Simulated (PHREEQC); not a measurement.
1.1 g of hydrous ferric oxide (600 m²/g; 0.2 weak and 0.005 strong sites per Fe, Dzombak-Morel constants, diffuse double layer) in 1 kg of water with 0.01 mol/kgw of an inert sodium salt and 3.9e-06 mol NaH2PO4 and 2.7e-06 mol H3BO3, at 25 °C; the pH is set by adding NaOH or the inert anion's acid. O2 is buffered at 0.21 atm. No CO2 enters from the air. Precipitation was switched off in this run.

Model: ion-association model, wateq4f.dat, run in PHREEQC.

```tsv
pH	P sorbed (%)	B sorbed (%)	surface charge σ (C/m²)	surface potential ψ (mV)
4	100.0	0.4	0.219	184
4.5	100.0	0.5	0.162	169
5	100.0	0.7	0.114	152
5.5	100.0	0.7	0.077	132
6	100.0	0.8	0.050	110
6.5	100.0	0.8	0.030	86
7	100.0	0.8	0.017	60
7.5	100.0	0.8	0.008	33
8	99.8	0.7	0.001	6
8.5	98.6	0.7	-0.005	-22
9	89.4	0.5	-0.013	-49
9.5	51.6	0.3	-0.024	-75
10	12.8	0.1	-0.041	-100
```

H3PO4, which wateq4f.dat lacks, is added to it with the constant of phreeqc.dat.
